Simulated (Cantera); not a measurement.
Equilibrium for silicon etching in halogen gases: Si + HCl + N2

Charge: 1 mol Si, 1.2 mol HCl, 72 mol N2, held at 13.0 Pa.

These are equilibrium values from Cantera (NASA tables, ideal gas, pure condensed phases), not measurements of a reactor. Candidate condensed phases: NH4Cl, Si, Si3N4; 28 gas species. N2 is the only nitrogen source here; it is nearly inert below about 1500 K, so the nitride shown seldom forms there in practice. The tables' values for SiCl, SiCl3, SiN are old estimates; treat these amounts as uncertain. The numbers say what is thermodynamically allowed, not how fast it happens.

| T (K) | x N2 | x HCl | x Si | x SiCl2 | x H2 | x H | x SiCl4 | n Si3N4(s) |
|---|---|---|---|---|---|---|---|---|
| 548 | 0.985 | 0.0112 | <1e-12 | <1e-12 | 0.00267 | <1e-12 | 0.00133 | 0.301 |
| 748 | 0.984 | 0.0134 | <1e-12 | 1.01e-10 | 0.00159 | 1.01e-12 | 0.000796 | 0.314 |
| 948 | 0.984 | 0.0142 | <1e-12 | 1.30e-6 | 0.00116 | 1.57e-9 | 0.000578 | 0.319 |
| 1148 | 0.984 | 0.0142 | 1.68e-12 | 0.000453 | 0.00117 | 2.15e-7 | 0.000277 | 0.313 |
| 1348 | 0.984 | 0.00916 | 8.07e-8 | 0.00358 | 0.00367 | 1.23e-5 | 2.96e-6 | 0.245 |
| 1548 | 0.983 | 0.00357 | 0.000232 | 0.00636 | 0.00634 | 0.000215 | 1.59e-8 | 0.171 |
| 1748 | 0.975 | 0.00377 | 0.00724 | 0.00559 | 0.00549 | 0.00149 | 1.37e-9 | 0 |
x: gas mole fraction; n: condensed amount in mol.

From 548 K to 1548 K the condensed part is Si3N4(s). At 1748 K nothing is condensed. The main Si-bearing gas is SiCl4 at 548 K and Si at 1748 K. The share of Si in condensed phases is highest at 948 K (95.8 %) and lowest at 1748 K (0.0 %).
